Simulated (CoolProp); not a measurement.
Propylene at several states: fugacity coefficient from the reference equation and from simpler models built on Tc = 364.2 K, pc = 4555 kPa, ω = 0.146; each cubic takes its own stable root.

Model: reference Helmholtz-energy equation of state, Lemmon 2013, in CoolProp.

| T (K) | p (kPa) | phase | reference |
|---|---|---|---|
| 507.2 | 2290 | gas | 0.9440 |
| 272.3 | 858 | liquid | 0.5989 |
| 365.1 | 16 | gas | 0.9988 |
| 166.7 | 4500 | liquid | 0.0006200 |
| 359.4 | 213 | gas | 0.9833 |

How far does each simpler model (van der Waals, Redlich-Kwong) lie from the reference over these 5 states: mean and median of the absolute difference, and the worst?


- van der Waals: mean 639.3 %, median 0.8 %, worst +3146.8 % at 166.7 K and 4500 kPa
- Redlich-Kwong: mean 8.2 %, median 0.5 %, worst +22.7 % at 166.7 K and 4500 kPa

At some of these states van der Waals gives the other phase, because its saturation line lies elsewhere.
